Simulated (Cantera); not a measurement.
Feed: 1 mol PbO, 0.12 mol CO, 40 mol N2, at 133 Pa.

Method: chemical equilibrium by Gibbs-energy minimisation in Cantera with the NASA 1993 tables (ideal gas, pure condensed phases). Candidate condensed phases: C, Pb, PbO, PbO2, Pb3O4; 27 gas species. Rates play no part.

x: gas mole fraction; n: condensed amount in mol.

```csv
T (°C),x N2,x PbO,x Pb,x O2,x CO2,x NO,n Pb(l),n PbO(yellow)
502,0.997,1.35e-8,1.87e-5,<1e-12,0.00299,<1e-12,0.119,0.880
552,0.997,1.88e-7,0.000108,<1e-12,0.00299,<1e-12,0.116,0.880
602,0.997,1.93e-6,0.000506,<1e-12,0.00299,6.07e-12,0.0997,0.880
652,0.995,(withheld),(withheld),(withheld),0.00298,(withheld),(withheld),0.879
702,0.994,9.73e-5,0.00298,3.66e-10,0.00298,1.11e-9,0,0.876
752,0.994,0.000514,0.00298,4.64e-8,0.00298,2.16e-8,0,0.859
802,0.992,0.00231,0.00298,3.70e-6,0.00298,3.17e-7,0,0.786
852,0.985,0.00904,0.00328,0.000164,0.00295,3.31e-6,0,0.499
902,0.972,0.0193,0.00498,0.00102,0.00292,1.25e-5,0,0
952,0.971,0.0181,(withheld),(withheld),0.00291,(withheld),0,0
1002,0.970,0.0166,0.00770,0.00238,0.00291,3.96e-5,0,0
1052,0.970,0.0149,0.00936,0.00319,0.00291,6.35e-5,0,0
1102,0.969,0.0131,0.0111,0.00405,0.00291,9.67e-5,0,0
1152,0.968,0.0113,0.0129,0.00491,0.00290,0.000141,0,0
```

Task: Fill in the missing entries.

Result: 
- 952, x Pb: 0.00622
- 952, x O2: 0.00164
- 952, x NO: 2.31e-5
- 652, x PbO: 1.53e-5
- 652, x Pb: 0.00200
- 652, x O2: 3.74e-12
- 652, x NO: 6.08e-11
- 652, n Pb(l): 0.0394
